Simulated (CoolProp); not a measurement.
Vapour-liquid equilibrium of C2F6 (R116) (1) + R22 (2) at 0.424 MPa; x and y are mole fractions of (1).

Model: multi-fluid Helmholtz-energy mixture model, Lemmon 2006 and Kamei 1995; pair parameters Bell 2016, in CoolProp.

| x | bubble temperature, mixture model (K) | bubble temperature, Raoult's law (K) | y, mixture model | y, Raoult's law |
|---|---|---|---|---|
| 0.05 | 254.4 | 264.3 | 0.397 | 0.171 |
| 0.125 | 242.4 | 259.1 | 0.637 | 0.368 |
| 0.2 | 236.8 | 254.4 | 0.726 | 0.514 |
| 0.275 | 234.0 | 250.4 | 0.766 | 0.624 |
| 0.35 | 232.4 | 246.8 | 0.787 | 0.708 |
| 0.425 | 231.5 | 243.5 | 0.801 | 0.774 |
| 0.5 | 230.7 | 240.6 | 0.813 | 0.827 |
| 0.575 | 230.1 | 238.0 | 0.825 | 0.869 |
| 0.65 | 229.4 | 235.6 | (withheld) | 0.903 |
| 0.725 | 228.7 | 233.4 | 0.858 | 0.931 |
| 0.8 | (withheld) | 231.3 | 0.883 | 0.954 |
| 0.875 | (withheld) | 229.5 | 0.916 | 0.974 |
| 0.95 | 226.9 | 227.7 | 0.961 | 0.990 |

What belongs in the gaps?


- 0.65, y, mixture model: 0.840
- 0.8, bubble temperature, mixture model (K): 228.1
- 0.875, bubble temperature, mixture model (K): 227.4

The largest gap from Raoult's law is -17.6 K in bubble temperature, at x = 0.2. No azeotrope shows between x = 0.05 and 0.95.

The pair parameters rest on a limited set of measurements; away from them the model extrapolates. With so large a gap from Raoult's law the liquid may split in two, which this calculation doesn't test in full.
